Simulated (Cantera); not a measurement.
Counterflow diffusion flame

A counterflow diffusion flame at 0.405 atm, nozzles 20 mm apart: fuel side 42.2 % CH4, 11.4 % C2H6, 46.4 % N2 at 323 K, oxidiser side 26.0 % O2, 74.0 % N2 at 448 K, fuel mass flux 0.9 times the oxidiser's; mixture-averaged transport, no radiation.

Model: GRI-Mech 3.0 (53 species, 325 reactions), integrated in Cantera. GRI-Mech 3.0 has no aromatics or soot, which form on the fuel side of real flames. The maximum strain rate includes the flame's own expansion and is several times the mean. A flux with no burning solution from the previous one only brackets extinction.

```json
[
 {"oxidiser flux (kg/m²/s)": "0.1", "max strain (1/s)": "170", "mean strain (1/s)": "28.3", "T max (K)": "2078", "peak x OH": "0.0103", "peak x H": "0.00698", "peak x NO": "0.000274", "peak x CO": "0.0684", "peak x C2H2": "0.0182"},
 {"oxidiser flux (kg/m²/s)": "0.17", "max strain (1/s)": "266", "mean strain (1/s)": "48.2", "T max (K)": "2049", "peak x OH": "0.00997", "peak x H": "0.00737", "peak x NO": "0.000233", "peak x CO": "0.0672", "peak x C2H2": "0.0170"},
 {"oxidiser flux (kg/m²/s)": "0.3", "max strain (1/s)": "437", "mean strain (1/s)": "85.0", "T max (K)": "2021", "peak x OH": "0.00956", "peak x H": "0.00772", "peak x NO": "0.000184", "peak x CO": "0.0663", "peak x C2H2": "0.0155"},
 {"oxidiser flux (kg/m²/s)": "0.51", "max strain (1/s)": "699", "mean strain (1/s)": "145", "T max (K)": "1987", "peak x OH": "0.00893", "peak x H": "0.00783", "peak x NO": "0.000133", "peak x CO": "0.0658", "peak x C2H2": "0.0135"},
 {"oxidiser flux (kg/m²/s)": "0.87", "max strain (1/s)": "1130", "mean strain (1/s)": "247", "T max (K)": "1944", "peak x OH": "0.00804", "peak x H": "0.00758", "peak x NO": "8.14e-5", "peak x CO": "0.0662", "peak x C2H2": "0.0107"},
 {"oxidiser flux (kg/m²/s)": "1.5", "max strain (1/s)": "1830", "mean strain (1/s)": "425", "T max (K)": "1862", "peak x OH": "0.00625", "peak x H": "0.00624", "peak x NO": "2.98e-5", "peak x CO": "0.0669", "peak x C2H2": "0.00642"}
]
```
x: mole fraction; the columns are a selection and need not sum to one.

At the next flux tried, 2.5 kg/m²/s, no burning solution was found from the previous one.
